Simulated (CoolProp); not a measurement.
Vapour-liquid equilibrium of n-hexane (1) + toluene (2) at 204 kPa; x and y are mole fractions of (1).

Computed with CoolProp (multi-fluid Helmholtz-energy mixture model, Thol 2019 and Lemmon 2006; pair parameters Bell 2016).

```csv
x,bubble temperature (K),y at the bubble point,dew temperature at overall composition x (K),liquid density (mol/L)
0.05,405.1,0.158,___,8.106
0.15,___,0.379,405.4,7.994
0.25,390.4,0.525,401.7,7.865
0.35,385.4,0.630,___,7.727
0.45,381.3,0.711,393.7,7.585
0.55,___,___,389.2,7.442
0.65,374.8,0.834,384.4,7.301
0.75,372.1,0.885,379.3,7.162
0.85,369.5,0.932,___,7.027
0.95,367.1,0.978,368.6,6.895
```

Question: What belongs in the gaps?

Answer: 
- 0.05, dew temperature at overall composition x (K): 408.8
- 0.15, bubble temperature (K): 396.7
- 0.35, dew temperature at overall composition x (K): 397.9
- 0.55, bubble temperature (K): 377.9
- 0.55, y at the bubble point: 0.777
- 0.85, dew temperature at overall composition x (K): 373.9

No azeotrope shows between x = 0.05 and 0.95.

The pair parameters rest on a limited set of measurements; away from them the model extrapolates.
